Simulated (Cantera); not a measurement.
Charge: 1 mol FeS₂, 0.66 mol SO₂, a varied amount of CO₂, held at 1075 K and 0.100 bar.

Method: chemical equilibrium by Gibbs-energy minimisation in Cantera with the NASA 1993 tables (ideal gas, pure condensed phases). Candidate condensed phases: C, Fe, Fe(CO)₅, FeO, FeS, FeSO₄, FeS₂, Fe₂O₃, Fe₂(SO₄)₃, Fe₃O₄, S; 25 gas species. FeS: taken at fixed stoichiometry. Gases not in the tables: S₃ to S₇. Kinetics and transport are ignored.

**Question.** At 0.71 mol CO₂, list the 5 most abundant gas species with their mole fractions, and the condensed phases.

**Answer.** CO₂ 0.375, SO₂ 0.352, S₂ 0.261, S₂O 0.00687, CO 0.00394. Condensed: FeS(s).
